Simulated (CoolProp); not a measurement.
Vapour-liquid equilibrium of toluene (1) + o-xylene (2) at 542.8 K; x and y are mole fractions of (1).

Model: multi-fluid Helmholtz-energy mixture model, Lemmon 2006 and Zhou 2012; pair parameters Bell 2016, in CoolProp.

Question: Give the bubble pressure and the first vapour's composition at x = 0.125, 0.8, 0.95. Is there an azeotrope?

Answer: x = 0.125: 1.304 MPa, y = 0.177; x = 0.8: 1.983 MPa, y = 0.853; x = 0.95: 2.147 MPa, y = 0.964. No azeotrope shows between x = 0.05 and 0.95.

The pair parameters rest on a limited set of measurements; away from them the model extrapolates.
